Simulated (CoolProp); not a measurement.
Vapour-liquid equilibrium of R125 (1) + R143a (2) at 0.768 bar; x and y are mole fractions of (1).

Computed with CoolProp (multi-fluid Helmholtz-energy mixture model, Lemmon 2005 and Lemmon and Jacobsen 2000; pair parameters Lemmon 2004).

```json
[
 {"x": "0.05", "bubble temperature (°C)": "-52.8", "y at the bubble point": "0.045", "dew temperature at overall composition x (°C)": "-52.8", "liquid density (mol/L)": "13.99"},
 {"x": "0.125", "bubble temperature (°C)": "-52.6", "y at the bubble point": "0.115", "dew temperature at overall composition x (°C)": "-52.6", "liquid density (mol/L)": "13.88"},
 {"x": "0.2", "bubble temperature (°C)": "-52.5", "y at the bubble point": "0.189", "dew temperature at overall composition x (°C)": "-52.5", "liquid density (mol/L)": "13.78"},
 {"x": "0.275", "bubble temperature (°C)": "-52.4", "y at the bubble point": "0.266", "dew temperature at overall composition x (°C)": "-52.4", "liquid density (mol/L)": "13.68"},
 {"x": "0.35", "bubble temperature (°C)": "-52.3", "y at the bubble point": "0.345", "dew temperature at overall composition x (°C)": "-52.3", "liquid density (mol/L)": "13.58"},
 {"x": "0.425", "bubble temperature (°C)": "-52.3", "y at the bubble point": "0.426", "dew temperature at overall composition x (°C)": "-52.3", "liquid density (mol/L)": "13.48"},
 {"x": "0.5", "bubble temperature (°C)": "-52.4", "y at the bubble point": "0.508", "dew temperature at overall composition x (°C)": "-52.4", "liquid density (mol/L)": "13.38"},
 {"x": "0.575", "bubble temperature (°C)": "-52.4", "y at the bubble point": "0.589", "dew temperature at overall composition x (°C)": "-52.4", "liquid density (mol/L)": "13.29"},
 {"x": "0.65", "bubble temperature (°C)": "-52.6", "y at the bubble point": "0.669", "dew temperature at overall composition x (°C)": "-52.5", "liquid density (mol/L)": "13.19"},
 {"x": "0.725", "bubble temperature (°C)": "-52.7", "y at the bubble point": "0.747", "dew temperature at overall composition x (°C)": "-52.7", "liquid density (mol/L)": "13.10"},
 {"x": "0.8", "bubble temperature (°C)": "-52.9", "y at the bubble point": "0.821", "dew temperature at overall composition x (°C)": "-52.8", "liquid density (mol/L)": "13.01"},
 {"x": "0.875", "bubble temperature (°C)": "-53.1", "y at the bubble point": "0.892", "dew temperature at overall composition x (°C)": "-53.1", "liquid density (mol/L)": "12.92"},
 {"x": "0.95", "bubble temperature (°C)": "-53.4", "y at the bubble point": "0.958", "dew temperature at overall composition x (°C)": "-53.4", "liquid density (mol/L)": "12.83"}
]
```

y crosses x between x = 0.35 and 0.425: the model has an azeotrope there.

The pair parameters rest on a limited set of measurements; away from them the model extrapolates.
